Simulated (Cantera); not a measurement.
An adiabatic, constant-pressure homogeneous reactor starts with H₂ : O₂ : N₂ = 1 : 1.14 : 4.27 (molar parts), at 1500 K and 78000 Pa. Integrator tolerance rtol = 1e-08.

Model: GRI-Mech 3.0 (53 species, 325 reactions), integrated in Cantera.

Question: What does this change do: pressure from 78000 Pa to 110000 Pa?

Answer: 
| quantity | before | after |
|---|---|---|
| time of steepest temperature rise | 18.8 µs | 13.3 µs |
| temperature at 0.200 s | 2449 K | 2459 K |
| equilibrium temperature | 2449 K | 2459 K |
| x(H₂) at 0.200 s | 0.00268 (gas-phase equilibrium 0.00268) | 0.00237 (gas-phase equilibrium 0.00237) |
| x(O₂) at 0.200 s | 0.0969 (gas-phase equilibrium 0.0969) | 0.0971 (gas-phase equilibrium 0.0971) |
| x(H₂O) at 0.200 s | 0.158 (gas-phase equilibrium 0.158) | 0.159 (gas-phase equilibrium 0.159) |
| x(NO₂) at 0.200 s | 7.64e-6 (gas-phase equilibrium 7.64e-6) | 9.15e-6 (gas-phase equilibrium 9.15e-6) |
| x(N₂O) at 0.200 s | 6.32e-7 (gas-phase equilibrium 6.32e-7) | 7.65e-7 (gas-phase equilibrium 7.65e-7) |
| x(NO) at 0.200 s | 0.0136 (gas-phase equilibrium 0.0136) | 0.0138 (gas-phase equilibrium 0.0138) |

Question: What does this change do: initial temperature 1500 to 1348 K?

Answer: 
```csv
quantity,before,after
time of steepest temperature rise,18.8 µs,31.7 µs
temperature at 0.200 s,2449 K,2350 K
equilibrium temperature,2449 K,2350 K
x(H₂) at 0.200 s,0.00268 (gas-phase equilibrium 0.00268),0.00161 (gas-phase equilibrium 0.00160)
x(O₂) at 0.200 s,0.0969 (gas-phase equilibrium 0.0969),0.0994 (gas-phase equilibrium 0.0993)
x(H₂O) at 0.200 s,0.158 (gas-phase equilibrium 0.158),0.162 (gas-phase equilibrium 0.162)
x(NO₂) at 0.200 s,7.64e-6 (gas-phase equilibrium 7.64e-6),7.16e-6 (gas-phase equilibrium 7.27e-6)
x(N₂O) at 0.200 s,6.32e-7 (gas-phase equilibrium 6.32e-7),5.31e-7 (gas-phase equilibrium 5.32e-7)
x(NO) at 0.200 s,0.0136 (gas-phase equilibrium 0.0136),0.0112 (gas-phase equilibrium 0.0114)
```
